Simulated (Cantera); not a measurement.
A closed system holds: 1 mol SiH₄, 11 mol NH₃, 1.5 mol H₂, at 2123.15 K and 30000 Pa.

These are equilibrium values from Cantera (NASA tables, ideal gas, pure condensed phases), not measurements of a reactor. Candidate condensed phases: Si, Si₃N₄; 18 gas species. The tables' values for SiN are old estimates; treat these amounts as uncertain. Gases not in the tables: Si₂H₆ and higher silanes. Rates play no part.

Base state: H₂ 0.778, N₂ 0.215, H 0.00578, Si 0.000568, SiH₂ 0.000160, SiH 0.000142, Si₂N 3.35e-5, SiN 2.85e-5 (mole fractions); condensed: Si(l).

**Question.** What changes in the equilibrium state with this change: 0.031 mol CO₂ added?

**Answer.** 
```csv
species,before,after
H₂,0.778,0.776
N₂,0.215,0.214
H,0.00578,0.00578
SiO,0,0.00177
CO,0,0.000646
HCN,0,0.000501
HNC,0,3.51e-5
Si₂C,0,1.59e-5
"Si(l), mol",0.975,0.929
```
Further candidate phases: C, C₆H₆, C₇H₈, C₈H₁₈, H₂O, SiC, SiO₂, Si₂N₂O.

**Question.** What changes in the equilibrium state with this change: SiH₄ replaced by SiH₂Cl₂?

**Answer.** 
| species | before | after |
|---|---|---|
| H₂ | 0.778 | 0.710 |
| N₂ | 0.215 | 0.215 |
| HCl | 0 | 0.0577 |
| SiCl₂ | 0 | 0.00978 |
| SiCl | 0 | 0.000362 |
| Cl | 0 | 0.000329 |
| Si(l), mol | 0.975 | 0.714 |
The tables' values for SiCl, SiCl₃, SiN are old estimates; treat these amounts as uncertain. Further candidate phases: NH₄Cl.
